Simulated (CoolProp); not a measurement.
Vapour-liquid equilibrium of n-butane (1) + trans-2-butene (2) at 378.4 K; x and y are mole fractions of (1).

Computed with CoolProp (multi-fluid Helmholtz-energy mixture model, Bücker 2006 and Lemmon 2005; pair parameters Bell 2016).

Question: Give the bubble pressure and the first vapour's composition at x = 0.05, 0.2, 0.875. Is there an azeotrope?

Answer: x = 0.05: 16.76 bar, y = 0.052; x = 0.2: 16.88 bar, y = 0.204; x = 0.875: 16.93 bar, y = 0.874. y crosses x between x = 0.5 and 0.575: the model has an azeotrope there.

The pair parameters rest on a limited set of measurements; away from them the model extrapolates.
